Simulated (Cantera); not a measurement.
Equilibrium for fluorocarbon and chlorocarbon gases: C₂F₆ + H₂ + Si

Charge: 1 mol C₂F₆, 0.35 mol H₂, 1.2 mol Si, held at 0.180 bar.

These are equilibrium values from Cantera (NASA tables, ideal gas, pure condensed phases), not measurements of a reactor. Candidate condensed phases: C, C₆H₆, C₇H₈, C₈H₁₈, Si, SiC; 113 gas species. The feed counts by its element totals alone. The tables' values for SiF₃ are old estimates; treat these amounts as uncertain. Gases not in the tables: C₂F₆ and larger saturated fluorocarbons. Kinetics and transport are ignored.

| T (°C) | x SiF₄ | x HF | x CF₄ | x CF₂ | x F | x CF₃ | x SiF₃ | x CF | n C(graphite) |
|---|---|---|---|---|---|---|---|---|---|
| 875 | 0.593 | 0.346 | 0.0617 | 2.52e-8 | 1.49e-9 | 2.22e-8 | 1.07e-10 | <1e-12 | 1.88 |
| 975 | 0.593 | 0.346 | 0.0617 | 2.68e-7 | 2.12e-8 | 1.51e-7 | 1.26e-9 | <1e-12 | 1.88 |
| 1075 | 0.593 | 0.346 | 0.0617 | 1.99e-6 | 2.03e-7 | 7.66e-7 | 1.02e-8 | 7.28e-12 | 1.88 |
| 1175 | 0.593 | 0.346 | 0.0617 | 1.12e-5 | 1.43e-6 | 3.10e-6 | 6.23e-8 | 1.45e-10 | 1.87 |
| 1275 | 0.593 | 0.346 | 0.0617 | 5.01e-5 | 7.82e-6 | 1.05e-5 | 2.99e-7 | 1.96e-9 | 1.87 |
| 1375 | 0.593 | 0.346 | 0.0616 | 0.000186 | 3.48e-5 | 3.04e-5 | 1.19e-6 | 1.92e-8 | 1.87 |
| 1475 | 0.592 | 0.346 | 0.0613 | 0.000592 | 0.000130 | 7.79e-5 | 4.01e-6 | 1.44e-7 | 1.87 |
| 1575 | 0.592 | 0.345 | 0.0606 | 0.00165 | 0.000423 | 0.000179 | 1.19e-5 | 8.68e-7 | 1.87 |
| 1675 | 0.591 | 0.345 | 0.0589 | 0.00410 | 0.00121 | 0.000372 | 3.16e-5 | 4.32e-6 | 1.87 |
| 1775 | 0.588 | 0.343 | 0.0554 | 0.00912 | 0.00310 | 0.000699 | 7.67e-5 | 1.81e-5 | 1.87 |
x: gas mole fraction; n: condensed amount in mol.

From 875 °C to 1775 °C the condensed part is C(graphite). The main Si-bearing gas is SiF₄ throughout.
